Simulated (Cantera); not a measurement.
A Cantera script and its output.

```python
import numpy as np
import cantera as ct

gas = ct.Solution("h2o2.yaml")
gas.TPX = 1250, 2666, {'H2': 0.16, 'O2': 1}
reactor = ct.IdealGasConstPressureReactor(gas, energy="off", clone=False)
net = ct.ReactorNet([reactor])
net.rtol, net.atol = 1e-08, 1e-18
show = ['H2', 'O2', 'OH', 'H2O', 'O', 'HO2', 'H']
times = np.geomspace(0.0001, 10, 12)

steps = ct.SolutionArray(gas, extra=["t"])
rows = []
print(f"{'t/s':>10s}{'T/K':>9s}{'P/Pa':>11s}" + "".join(f"{s:>11s}" for s in show))
for t in times:
    while net.time < t:
        t_next = net.step()
        steps.append(gas.state, t=t_next)
    rows.append([np.interp(t, steps.t, y) for y in (steps.T, steps.P, *steps(*show).X.T)])
    print(f"{t:10.3e}{rows[-1][0]:9.1f}{rows[-1][1]:11.4g}" + "".join(f"{x:11.3e}" for x in rows[-1][2:]))
rate = np.gradient(steps.T, steps.t)
print("integrator steps:", len(steps.t))
if steps.T.max() > steps.T[0] + 200:
    print(f"time of steepest temperature rise: {steps.t[rate.argmax()]:.4e} s")
gas.TPX = 1250, 2666, {'H2': 0.16, 'O2': 1}
gas.equilibrate("TP")
print(f"equilibrium (TP): T = {gas.T:.1f} K  " + "  ".join(f"{s} {gas[s].X[0]:.3e}" for s in show))
```

It prints:

```
       t/s      T/K       P/Pa         H2         O2         OH        H2O          O        HO2          H
 1.000e-04   1250.0       2666  1.379e-01  8.621e-01  9.042e-08  2.299e-07  1.345e-07  5.488e-08  1.488e-07
 2.848e-04   1250.0       2666  1.378e-01  8.620e-01  2.146e-05  6.674e-05  3.234e-05  3.715e-07  3.432e-05
 8.111e-04   1250.0       2666  6.918e-03  7.771e-01  1.004e-02  1.076e-01  6.025e-02  1.247e-05  3.806e-02
 2.310e-03   1250.0       2666  3.956e-03  7.953e-01  7.997e-03  1.220e-01  4.771e-02  1.254e-05  2.301e-02
 6.579e-03   1250.0       2666  1.849e-03  8.276e-01  5.525e-03  1.376e-01  2.074e-02  1.144e-05  6.637e-03
 1.874e-02   1250.0       2666  3.677e-04  8.468e-01  2.466e-03  1.458e-01  4.008e-03  6.396e-06  5.591e-04
 5.337e-02   1250.0       2666  4.816e-05  8.509e-01  8.990e-04  1.476e-01  5.273e-04  1.798e-06  2.667e-05
 1.520e-01   1250.0       2666  7.402e-06  8.516e-01  3.565e-04  1.479e-01  8.236e-05  3.932e-07  1.650e-06
 4.329e-01   1250.0       2666  1.508e-06  8.518e-01  1.624e-04  1.481e-01  1.706e-05  9.835e-08  1.556e-07
 1.233e+00   1250.0       2666  3.817e-07  8.518e-01  8.215e-05  1.481e-01  4.368e-06  3.509e-08  2.015e-08
 3.511e+00   1250.0       2666  1.140e-07  8.518e-01  4.504e-05  1.481e-01  1.314e-06  2.481e-08  3.327e-09
 1.000e+01   1250.0       2666  4.558e-08  8.518e-01  2.850e-05  1.481e-01  5.266e-07  2.920e-08  8.477e-10
integrator steps: 2070
equilibrium (TP): T = 1250.0 K  H2 3.413e-08  O2 8.518e-01  OH 2.465e-05  H2O 1.481e-01  O 3.938e-07  HO2 3.215e-08  H 5.506e-10
```

Detailed kinetics in Cantera: the H2/O2 subset of GRI-Mech 3.0, which has no nitrogen chemistry. Radical loss at walls, strong at low pressure, is not modelled. The temperature is held fixed by assumption; the heat of reaction is taken as removed at once.
